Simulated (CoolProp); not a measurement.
Values from CoolProp's reference Helmholtz-energy equation of state, Thol 2019.

### Question
For n-pentane, give the phase and the density (kg/m³), cp (kJ/(kg K)), cv (kJ/(kg K)), isothermal compressibility (1/MPa) at 289.05 °C and 9560 kPa.

### Answer
- 289.05 °C and 9560 kPa: supercritical; density 267, cp 3.74, cv 2.76, isothermal compressibility 0.0959
